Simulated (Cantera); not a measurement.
## Thermodynamics of carbothermic reduction, feed PbO + C + H2

Feed: 1 mol PbO, 0.59 mol C, 0.15 mol H2, equilibrated at 2273.15 K and 0.430 bar.

Method: chemical equilibrium by Gibbs-energy minimisation in Cantera with the NASA 1993 tables (ideal gas, pure condensed phases). Candidate condensed phases: C, C6H6, C7H8, C8H18, H2O, Pb, PbO, PbO2, Pb3O4; 113 gas species. Gases not in the tables: (PbO)n polymers. Rates play no part.

| Property | Result |
|---|---|
| x(Pb) | 0.549 |
| x(CO) | 0.197 |
| x(CO2) | 0.142 |
| x(H2O) | 0.0678 |
| x(PbO) | 0.0241 |
| x(H2) | 0.0170 |
| x(H) | 0.00167 |
| x(OH) | 0.00104 |
| x(Pb2) | 0.000392 |
| gas amount | 1.742 mol |
| log10 activity of Pb(l) (absent) | -1.13 |
| log10 activity of C(graphite) (absent) | -6.02 |
